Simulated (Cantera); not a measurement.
An adiabatic, constant-volume homogeneous reactor starts with CO : H2 : CH4 : O2 : N2 = 1 : 0.69 : 0.24 : 1.74 : 17.4 (molar parts), equivalence ratio 0.76, at 1075 K and 728 Torr.

Computed with Cantera and GRI-Mech 3.0 (53 species, 325 reactions).

Q: Predict: time of steepest temperature rise; temperature at 0.600 s; equilibrium temperature; x(CO) at 0.600 s; x(H2) at 0.600 s; x(H) at 0.600 s.

A: 
```
Quantity                                                              Result
---------------------------------  -----------------------------------------
time of steepest temperature rise                                    1.14 ms
temperature at 0.600 s                                                2136 K
equilibrium temperature                                               2134 K
x(CO) at 0.600 s                     0.00122 (gas-phase equilibrium 0.00121)
x(H2) at 0.600 s                   0.000228 (gas-phase equilibrium 0.000227)
x(H) at 0.600 s                      4.34e-5 (gas-phase equilibrium 4.29e-5)
```
